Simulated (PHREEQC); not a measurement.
A solution holds 8.5e-05 mol/kgw H4SiO4, 0.14 mol/kgw AlCl3, 0.25 mol/kgw NH3 and 0.00016 mol/kgw (NH4)2SO4, at 54 °C. Closed to the air; pH follows from the charge balance.

Model: ion-association model, phreeqc.dat, run in PHREEQC.

Each row changes one thing in this solution. This is a speciation only: nothing precipitates in the calculation.

| case | pH | ionic strength (mol/kgw) | Al(OH)2+ (mol/kgw) | AlOH+2 (mol/kgw) | Al+3 (mol/kgw) | Al(OH)3 (mol/kgw) | SI of Quartz (SiO2) |
|---|---|---|---|---|---|---|---|
| as made | 5.17 | 0.483 | 0.0890 | 0.0294 | 0.00924 | 0.00664 | -0.42 |
| (NH4)2SO4 from 0.00016 to 0.0008 mol/kgw | 5.17 | 0.483 | [?] | 0.0292 | 0.00914 | 0.00667 | -0.42 |
| diluted 100-fold with water | 4.90 | 0.00468 | 0.00101 | 0.000241 | [?] | 6.23e-5 | -2.48 |
| temperature from 54 to 75 °C | 4.74 | 0.475 | 0.0941 | 0.0282 | 0.00769 | 0.00614 | -0.66 |
| temperature from 54 to 65 °C | 4.93 | 0.478 | 0.0921 | [?] | 0.00841 | 0.00649 | -0.55 |
| AlCl3 from 0.14 to 0.126 mol/kgw | 5.29 | 0.422 | 0.0834 | 0.0200 | 0.00466 | 0.00852 | -0.43 |
| NH3 left out | 2.83 | [?] | 2.39e-5 | 0.00197 | 0.138 | 7.26e-9 | -0.39 |

### Question
Some entries are withheld; supply them.

### Answer

- (NH4)2SO4 from 0.00016 to 0.0008 mol/kgw, Al(OH)2+ (mol/kgw): 0.0889
- diluted 100-fold with water, Al+3 (mol/kgw): 7.23e-5
- temperature from 54 to 65 °C, AlOH+2 (mol/kgw): 0.0285
- NH3 left out, ionic strength (mol/kgw): 0.836

The ionic strength passes 0.7 mol/kgw, the rough limit of the ion-association models, in NH3 left out. Species that the database lacks are ignored. Some of these states are supersaturated (in Al(OH)3(a), Gibbsite (slow to form), for instance). At this temperature some constants are extrapolated from 25 °C, and those without enthalpy data are left unchanged.
